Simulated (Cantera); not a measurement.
## Silicon nitride deposition: SiF₄ + N₂

Input: 1 mol SiF₄, 0.23 mol N₂, held at 10.0 Torr.

Method: chemical equilibrium by Gibbs-energy minimisation in Cantera with the NASA 1993 tables (ideal gas, pure condensed phases). Candidate condensed phases: Si, Si₃N₄; 16 gas species. The tables' values for SiF₃ are old estimates; treat these amounts as uncertain. Equilibrium is a limit: real reactors are often held back by kinetics, nucleation or transport.

```
T (°C)  x SiF₄   x N₂       x F    x SiF₃    x SiF₂       x N
------  ------  -----  --------  --------  --------  --------
427      0.813  0.187    <1e-12    <1e-12    <1e-12    <1e-12
627      0.813  0.187    <1e-12    <1e-12    <1e-12    <1e-12
827      0.813  0.187  4.26e-10  4.26e-10    <1e-12    <1e-12
1027     0.813  0.187   7.20e-8   7.20e-8    <1e-12    <1e-12
1227     0.813  0.187   3.09e-6   3.09e-6  6.67e-12    <1e-12
1427     0.813  0.187   5.45e-5   5.45e-5   1.53e-9  2.08e-11
1627     0.812  0.187  0.000525  0.000525   1.11e-7  7.40e-10
1827     0.807  0.186   0.00327   0.00326   3.53e-6   1.33e-8
```
x: gas mole fraction; nothing condenses.

From 427 °C to 1827 °C nothing is condensed. The main Si-bearing gas is SiF₄ throughout.
